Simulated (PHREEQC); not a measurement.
0.7 g of hydrous ferric oxide (600 m²/g; 0.2 weak and 0.005 strong sites per Fe, Dzombak-Morel constants, diffuse double layer) in 1 kg of water with 0.1 mol/kgw of an inert sodium salt and 0.00015 mol CaCl2 and 2.1e-06 mol PbCl2, at 25 °C; the pH is set by adding NaOH or the inert anion's acid. O2 is buffered at 0.21 atm. CO2 from the air is kept out. No solid was allowed to form.

Base run: PHREEQC, ion-association model, wateq4f.dat. Each further column changes one thing. The table gives Ca sorbed (%).

```csv
pH,base,no electrostatic term (-no_edl),background salt from 0.1 to 0.01 mol/kgw,oxide from 0.7 to 3.5 g/kgw,0.0011 mol/kgw H3BO3 added
4,0.0,0.1,0.0,0.0,0.0
4.38,0.0,0.2,0.0,0.0,0.0
5.12,0.0,0.9,0.0,0.0,0.0
5.5,0.0,2.0,0.0,0.1,0.0
6.25,0.1,?,0.1,0.7,0.1
6.62,0.5,11.5,?,2.4,0.5
7.38,5.2,18.5,5.8,22.9,5.2
7.75,12.6,21.4,?,47.8,12.6
8.5,41.5,31.0,51.4,91.0,?
8.88,68.0,37.1,79.3,97.6,67.9
9.62,96.7,42.6,98.7,?,96.7
10,99.2,?,99.7,100.0,99.2
```

**Question.** Some entries are withheld; supply them.

**Answer.** 
- 6.25, no electrostatic term (-no_edl): 7.4
- 6.62, background salt from 0.1 to 0.01 mol/kgw: 0.4
- 7.75, background salt from 0.1 to 0.01 mol/kgw: 14.9
- 8.5, 0.0011 mol/kgw H3BO3 added: 41.4
- 9.62, oxide from 0.7 to 3.5 g/kgw: 99.8
- 10, no electrostatic term (-no_edl): 42.5
